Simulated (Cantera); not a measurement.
Input: 1 mol Si₃N₄, 0.056 mol N₂O, 430 mol H₂, at 0.000460 bar.

Equilibrium computed with Cantera from the NASA thermochemical tables; the gas is ideal and each condensed phase is pure. Candidate condensed phases: H₂O, Si, SiO₂, Si₂N₂O, Si₃N₄; 35 gas species. Mutual solubility and eutectic melting of coexisting phases are not modelled. Gases not in the tables: Si₂H₆ and higher silanes. Rates play no part.

Question: Which condensed phases are stable at each of these points (T (K)): 1175, 1250, 1325, 1400, 1475, 1550, 1625, 1700, 1775, 1850?

Answer: 
| T (K) | condensed phases | Si condensed (%) |
|---|---|---|
| 1175 | Si₂N₂O(s) + Si₃N₄(s) | 100.0 |
| 1250 | Si(s) + Si₂N₂O(s) + Si₃N₄(s) | 100.0 |
| 1325 | Si(s) + Si₂N₂O(s) + Si₃N₄(s) | 99.8 |
| 1400 | Si(s) | 98.1 |
| 1475 | Si(s) | 97.9 |
| 1550 | Si(s) | 97.0 |
| 1625 | Si(s) | 92.6 |
| 1700 | Si(l) | 75.5 |
| 1775 | Si(l) | 25.2 |
| 1850 | gas only | 0.0 |

At 1175 K the condensed part is Si₂N₂O(s) + Si₃N₄(s). From 1250 K to 1325 K the condensed part is Si(s) + Si₂N₂O(s) + Si₃N₄(s). From 1400 K to 1625 K the condensed part is Si(s). From 1700 K to 1775 K the condensed part is Si(l). At 1850 K nothing is condensed.
